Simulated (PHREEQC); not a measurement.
## Ultrapure water in contact with air or piping

Model water analysis in mmol/kgw, 78 °C, pH 6.63, pe -1.9:

| constituent | mmol/kgw |
|---|---|
| Na | 0.000355 |
| K | 3.85e-06 |
| Ca | 0.000217 |
| Mg | 0.000376 |
| Cl | 0.000493 |
| S(6) | 0.000122 |
| Alkalinity (meq/kgw) | 0.000811 |
| Zn | 3.78e-07 |
| Br | 9.5e-07 |
| F | 3.21e-07 |
| Si | 1.86e-06 |

Na is adjusted to close the charge balance.
Valence states are taken as typed.

Computed with PHREEQC (ion-association model, wateq4f.dat).

| Property | Result |
|---|---|
| ionic strength | 2.50e-6 mol/kgw |

| species | molality | activity | log γ |
|---|---|---|---|
| OH- | 9.56e-7 | 9.54e-7 | -0.001 |
| Cl- | 4.93e-7 | 4.92e-7 | -0.001 |
| Mg+2 | 3.76e-7 | 3.72e-7 | -0.004 |
| Na+ | 3.59e-7 | 3.58e-7 | -0.001 |
| H+ | 2.35e-7 | 2.34e-7 | -0.001 |
| Ca+2 | 2.17e-7 | 2.15e-7 | -0.004 |
| SO4-2 | 1.22e-7 | 1.21e-7 | -0.004 |
| HCO3- | 8.97e-8 | 8.95e-8 | -0.001 |
| CO2 | 4.50e-8 | 4.50e-8 | 0.000 |
| K+ | 3.85e-9 | 3.84e-9 | -0.001 |
| H4SiO4 | 1.86e-9 | 1.86e-9 | 0.000 |

This is a speciation only: nothing precipitates in the calculation. Species that the database lacks are ignored. Away from 25 °C the constants follow the database's enthalpies or fits; those with neither stay at their 25 °C values. SiF6-2 is the database's only silicon fluoride.
